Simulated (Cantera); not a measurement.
Input: 1 mol AlN, 8.6 mol H2.

These are equilibrium values from Cantera (NASA tables, ideal gas, pure condensed phases), not measurements of a reactor. Candidate condensed phases: Al, AlN; 13 gas species. Equilibrium is a limit: real reactors are often held back by kinetics, nucleation or transport.

Q: What condenses at these points (T in K, P in Pa): (2473, 1000000); (2873, 63); (2873, 16); (2723, 63); (2723, 1000)?

A: 
```csv
T (K),P in Pa,condensed phases,Al condensed (%)
2473,1000000,AlN,87.2
2873,63,gas only,0.0
2873,16,gas only,0.0
2723,63,gas only,0.0
2723,1000,gas only,0.0
```
